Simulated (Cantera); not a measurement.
A closed system holds: 1 mol trisilylamine, 1.2 mol N2, 0.00046 mol H2, at 0.133 bar.

Method: chemical equilibrium by Gibbs-energy minimisation in Cantera with the NASA 1993 tables (ideal gas, pure condensed phases). Candidate condensed phases: Si, Si3N4; 18 gas species. The feed counts by its element totals alone. Mutual solubility and eutectic melting of coexisting phases are not modelled. Gases not in the tables: Si2H6 and higher silanes. Rates play no part.

Problem. Which condensed phases are stable at each of these points (T (°C)): 475, 575, 675, 775, 875, 975, 1075, 1175, 1275, 1375, 1475, 1575, 1675, 1775?

Solution. 
```csv
T (°C),condensed phases,Si condensed (%)
475,Si(s) + Si3N4(s),100.0
575,Si(s) + Si3N4(s),100.0
675,Si(s) + Si3N4(s),100.0
775,Si(s) + Si3N4(s),100.0
875,Si(s) + Si3N4(s),100.0
975,Si(s) + Si3N4(s),100.0
1075,Si(s) + Si3N4(s),100.0
1175,Si(s) + Si3N4(s),100.0
1275,Si(s) + Si3N4(s),100.0
1375,Si(s) + Si3N4(s),100.0
1475,Si(l) + Si3N4(s),100.0
1575,Si(l) + Si3N4(s),100.0
1675,Si(l),99.9
1775,Si(l),99.8
```

From 475 °C to 1375 °C the condensed part is Si(s) + Si3N4(s). From 1475 °C to 1575 °C the condensed part is Si(l) + Si3N4(s). From 1675 °C to 1775 °C the condensed part is Si(l).
